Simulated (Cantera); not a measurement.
A closed system holds: 1 mol SiC, 0.0076 mol H2O, 31 mol H2, at 1575 K and 13300 Pa.

Equilibrium computed with Cantera from the NASA thermochemical tables; the gas is ideal and each condensed phase is pure. Candidate condensed phases: C, C6H6, C7H8, C8H18, H2O, Si, SiC, SiO2; 123 gas species. Kinetics and transport are ignored.

Base state: H2 1.000, SiO 0.000128, CO 0.000117, H 0.000114, CH4 1.19e-5 (mole fractions); condensed: SiC(s).

Task: What changes in the equilibrium state with this change: SiC replaced by Si3N4?

Result: 
```
species           before     after
--------------  --------  --------
H2                 1.000     0.998
N2                     0   0.00145
H               0.000114  0.000114
CO              0.000117         0
SiO             0.000128   3.68e-5
CH4              1.19e-5         0
SiC(s), mol        0.996         0
Si(s), mol             0    0.0629
Si2N2O(s), mol         0   0.00646
Si3N4(s), mol          0     0.974
```
Mutual solubility and eutectic melting of coexisting phases are not modelled. Further candidate phases: Si2N2O, Si3N4.

Task: What changes in the equilibrium state with this change: SiC replaced by Si?

Result: 
```
species        before     after
-----------  --------  --------
H2              1.000     1.000
SiO          0.000128  0.000245
H            0.000114  0.000114
CO           0.000117         0
CH4           1.19e-5         0
SiC(s), mol     0.996         0
Si(s), mol          0     0.992
```
